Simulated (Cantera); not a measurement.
Mixture: CH₄ : O₂ : N₂ = 1 : 0.952 : 3.58 (molar parts), equivalence ratio 2.1, at 2850 Torr, adiabatic and at constant volume. Ignition delay is the time to a rise of 400 K.

Detailed kinetics in Cantera: GRI-Mech 3.0 (53 species, 325 reactions).

Problem. What does this change do: pressure from 2850 Torr to 24000 Torr?

Solution. 
| quantity | before | after |
|---|---|---|
| delay at 1150 K | 37.1 ms | 3.17 ms |
| delay at 1300 K | 5.20 ms | 0.557 ms |
| delay at 1450 K | 0.925 ms | 0.127 ms |
| delay at 1600 K | 0.200 ms | 33.5 µs |
| apparent activation energy between 1525 and 1675 K | 200 kJ/mol | 180 kJ/mol |
The pressure lies above the range GRI-Mech 3.0 was tuned for (to about 10 atm).

Problem. What does this change do: pressure from 2850 Torr to 760 Torr?

Solution. 
```json
[
 {"quantity": "delay at 1150 K", "before": "37.1 ms", "after": "0.134 s"},
 {"quantity": "delay at 1300 K", "before": "5.20 ms", "after": "16.2 ms"},
 {"quantity": "delay at 1450 K", "before": "0.925 ms", "after": "2.59 ms"},
 {"quantity": "delay at 1600 K", "before": "0.200 ms", "after": "0.549 ms"},
 {"quantity": "apparent activation energy between 1525 and 1675 K", "before": "200 kJ/mol", "after": "200 kJ/mol"}
]
```
